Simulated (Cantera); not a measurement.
Equilibrium for silicon oxide and oxynitride deposition: TEOS + O2 + H2 + H2O

A closed system holds: 1 mol TEOS, 0.85 mol O2, 5 mol H2, 0.45 mol H2O, equilibrated at 1673.15 K.

Equilibrium computed with Cantera from the NASA thermochemical tables; the gas is ideal and each condensed phase is pure. Candidate condensed phases: C, C6H6, C7H8, C8H18, H2O, Si, SiC, SiO2; 123 gas species. The feed counts by its element totals alone. Mutual solubility and eutectic melting of coexisting phases are not modelled. The tables hold silica as quartz up to 1696 K and as liquid above; real silica turns to tridymite and cristobalite and melts near 1996 K. Kinetics and transport are ignored.

```csv
P (Pa),x H2,x CO,x H,x SiO,x CH4,x Si,n C(graphite),n SiC(s),n SiO2(β-quartz)
5,0.704,0.282,0.0135,0.00106,3.00e-8,0.000112,0.897,0.975,0
17,0.709,0.283,0.00736,0.00106,1.04e-7,3.29e-5,0.895,0.976,0
59,0.712,0.283,0.00396,0.00106,3.63e-7,9.49e-6,0.894,0.977,0
210,0.713,0.283,0.00210,0.00106,1.30e-6,2.67e-6,0.894,0.977,0
710,0.714,0.283,0.00114,0.00106,4.39e-6,7.89e-7,0.894,0.977,0
2400,0.715,0.284,0.000622,0.00106,1.49e-5,2.33e-7,0.894,0.977,0
8400,0.715,0.284,0.000333,0.00106,5.21e-5,6.67e-8,0.893,0.977,0
29000,0.715,0.284,0.000179,0.00106,0.000180,1.93e-8,0.891,0.977,0
100000,0.731,0.267,9.75e-5,0.00100,0.000648,5.60e-9,1.61,0.734,0.245
```
x: gas mole fraction; n: condensed amount in mol.

From 5.00e-5 bar to 0.290 bar the condensed part is C(graphite) + SiC(s). At 1.00 bar the condensed part is C(graphite) + SiC(s) + SiO2(β-quartz). The main Si-bearing gas is SiO throughout.
